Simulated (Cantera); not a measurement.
Input (Python, Cantera) and output of one run.

```python
import numpy as np
import cantera as ct

gas_names = """
    H HO2 H2 H2O H2O2 H2S H2SO4 O OH O2 O3 S SH SO SO2 SO3 S2 S2O S8
""".split()
cond_names = """
    H2O(s) H2O(L) H2SO4(L) S(cr1) S(cr2) S(L)
""".split()


def load(file, names, dense=False):
    # The tables refer to 1 bar. Condensed volumes are neglected.
    table = {s.name: s for s in ct.Species.list_from_file(file)}
    out = []
    for n in names:
        d = dict(table[n].input_data)
        d["thermo"] = dict(d["thermo"], **{"reference-pressure": 1e5})
        if dense:
            d["equation-of-state"] = {"model": "constant-volume", "density": "1e6 g/cm^3"}
        out.append(ct.Species.from_dict(d))
    return out


gas = ct.Solution(thermo="ideal-gas", species=load("nasa_gas.yaml", gas_names))
cond = {s.name: ct.Solution(thermo="fixed-stoichiometry", species=[s], name=s.name)
        for s in load("nasa_condensed.yaml", cond_names, dense=True)}
atoms = {
    'H2S': {'H': 2, 'S': 1},
    'H2O': {'H': 2, 'O': 1},
    'O2': {'O': 2},
}
top_T = {}  # K; cautious upper limits of use, not melting points


def equilibrate(T, P, feed):
    n = {}
    for name, mol in feed.items():
        for a, k in atoms[name].items():
            n[a] = n.get(a, 0.0) + k * mol
    gas.TPX = T, P, n
    mass = sum(n.values()) * gas.mean_molecular_weight
    gas.equilibrate("TP")
    valid = [c for c in cond.values() if c.min_temp <= T <= top_T.get(c.name, c.max_temp)]
    mix = ct.Mixture([(gas, mass / gas.mean_molecular_weight)] + [(c, 0.0) for c in valid])
    mix.T, mix.P = T, P
    mix.equilibrate("TP", solver="vcs", rtol=1e-11, max_steps=5000)
    return mix


results = []
feed = {'H2S': 1, 'H2O': 1, 'O2': 3.2}  # mol
T = 1823  # K
P = 101325  # Pa
mix = equilibrate(T, P, feed)
results.append((T, P, feed, dict(zip(mix.species_names, mix.species_moles))))
print(gas.report(threshold=1e-06))
for i in range(1, mix.n_phases):
    print(f"{mix.phase(i).name:16s} {mix.phase_moles(i):12.5e} mol")
```

Output:

```
       temperature   1823 K
          pressure   1.0133e+05 Pa
           density   0.21974 kg/m^3
  mean mol. weight   32.872 kg/kmol
   phase of matter   gas

                          1 kg             1 kmol
                     ---------------   ---------------
          enthalpy       -3.1149e+06       -1.0239e+08  J
   internal energy        -3.576e+06       -1.1755e+08  J
           entropy            8755.3         2.878e+05  J/K
    Gibbs function       -1.9076e+07       -6.2705e+08  J
 heat capacity c_p              1438             47271  J/K
 heat capacity c_v            1185.1             38957  J/K

                      mass frac. Y      mole frac. X     chem. pot. / RT
                     ---------------   ---------------   ---------------
                 H        9.0243e-08        2.9429e-06           -14.573
               HO2        4.0494e-06        4.0329e-06           -44.019
                H2        2.8671e-06         4.675e-05           -29.147
               H2O           0.23269           0.42459           -43.869
                 O        4.3803e-05        8.9997e-05           -14.723
                OH        0.00096232           0.00186           -29.296
                O2           0.35104           0.36063           -29.445
                SO        1.3068e-05        8.9384e-06           -41.904
               SO2           0.41222           0.21153           -56.627
               SO3         0.0030244         0.0012418           -71.349
     [   +9 minor]        3.4583e-07        2.8818e-07

S(L)              0.00000e+00 mol
```

Equilibrium computed with Cantera from the NASA thermochemical tables; the gas is ideal and each condensed phase is pure.
